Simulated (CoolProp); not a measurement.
The numbers come from the reference Helmholtz-energy equation of state, Gao 2022 in CoolProp.

Give the vapour pressure (MPa), vapour density (kg/m³), enthalpy of vaporisation (kJ/kg), liquid cp (kJ/(kg K)) of saturated n-perfluoropentane at 294.7, 351.9 K.


| T (K) | p (MPa) | vapour density (kg/m³) | enthalpy of vaporisation (kJ/kg) | liquid cp (kJ/(kg K)) |
|---|---|---|---|---|
| 294.7 | 0.0756 | 9.30 | 92.9 | 1.04 |
| 351.9 | 0.461 | 54.7 | 73.3 | 1.17 |
